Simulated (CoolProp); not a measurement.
The numbers come from the reference Helmholtz-energy equation of state, Lemmon 2006 in CoolProp. It is a short technical equation, of lower accuracy than the large ones.

### Question
Give the vapour pressure (kPa), liquid density (kg/m³), vapour density (kg/m³), enthalpy of vaporisation (kJ/kg) of saturated carbonyl sulfide at -8.05, -0.55, 14.55 °C.

### Answer
```json
[
 {"T (°C)": "-8.05", "p (kPa)": "508", "liquid density (kg/m³)": "1080", "vapour density (kg/m³)": "15.2", "enthalpy of vaporisation (kJ/kg)": "277"},
 {"T (°C)": "-0.55", "p (kPa)": "640", "liquid density (kg/m³)": "1060", "vapour density (kg/m³)": "18.9", "enthalpy of vaporisation (kJ/kg)": "271"},
 {"T (°C)": "14.55", "p (kPa)": "980", "liquid density (kg/m³)": "1020", "vapour density (kg/m³)": "28.5", "enthalpy of vaporisation (kJ/kg)": "256"}
]
```
